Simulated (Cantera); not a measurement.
An isothermal, constant-pressure homogeneous reactor starts with 2.40 % CO, 6.92 % O2, 1.95 % H2O, 88.7 % N2, equivalence ratio 0.17, at 1375 K and 100.0 Torr.

Detailed kinetics in Cantera: GRI-Mech 3.0 (53 species, 325 reactions).

**Question.** Predict: x(CO) at 10.0 s; x(O2) at 10.0 s; x(H2O) at 10.0 s; x(NO) at 10.0 s; x(N2O) at 10.0 s.

**Answer.** 
```json
{
  "x(CO) at 10.0 s": "1.76e-7 (gas-phase equilibrium 1.76e-7)",
  "x(O2) at 10.0 s": "0.0579 (gas-phase equilibrium 0.0577)",
  "x(H2O) at 10.0 s": "0.0198 (gas-phase equilibrium 0.0198)",
  "x(NO) at 10.0 s": "3.17e-6 (gas-phase equilibrium 0.000353)",
  "x(N2O) at 10.0 s": "8.93e-9 (gas-phase equilibrium 8.83e-9)"
}
```
